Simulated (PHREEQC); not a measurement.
Make-up at 20 °C: 15 mmol/kgw Li2CO3. Closed to the air; pH follows from the charge balance.

The numbers come from PHREEQC with the ion-association model, phreeqc.dat.

This is a speciation only: nothing precipitates in the calculation.

**Question.** Predict the pH, specific conductance, ionic strength.

**Answer.** pH 11.18; specific conductance 2490 µS/cm; ionic strength 0.0437 mol/kgw.

**Question.** In which forms is C present?

**Answer.** CO3-2 92 %, HCO3- 8.4 % of the C.
